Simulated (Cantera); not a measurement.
A freely propagating, adiabatic, planar premixed flame of H₂ : O₂ : N₂ = 1 : 0.185 : 0.685 (molar parts), equivalence ratio 2.7, unburnt at 550 K and 7.40 bar; mixture-averaged transport, grid criteria slope 0.08 and curve 0.16, no radiation.

Detailed kinetics in Cantera: the H2/O2 subset of GRI-Mech 3.0, which has no nitrogen chemistry. The hydrogen kinetics of GRI-Mech 3.0 are dated; newer H2 mechanisms differ, most at raised pressure. Burning velocities carry a grid error of a few per cent, more on coarse grids.

How do the results move with these cheaper or finer settings: unity-Lewis-number transport; multicomponent transport; multicomponent+Soret transport; grid criteria slope 0.5, curve 1; grid criteria slope 0.25, curve 0.5; grid criteria slope 0.03, curve 0.06?


```tsv
setting	laminar burning velocity	thermal thickness	peak x(O)	peak x(OH)	grid points
as above	629 cm/s	0.0374 mm	0.000927	0.00156	117
unity-Lewis-number transport	398 cm/s	0.0398 mm	0.000627	0.00152	106
multicomponent transport	621 cm/s	0.0379 mm	0.000905	0.00155	117
multicomponent+Soret transport	607 cm/s	0.0366 mm	0.000933	0.00159	117
grid criteria slope 0.5, curve 1	609 cm/s	0.0501 mm	0.000684	0.00145	41
grid criteria slope 0.25, curve 0.5	644 cm/s	0.0407 mm	0.000894	0.00156	56
grid criteria slope 0.03, curve 0.06	627 cm/s	0.0365 mm	0.000938	0.00156	248
```
Unity Lewis numbers drop preferential diffusion, which matters most where H2 and H carry the flame; Soret adds thermal diffusion.
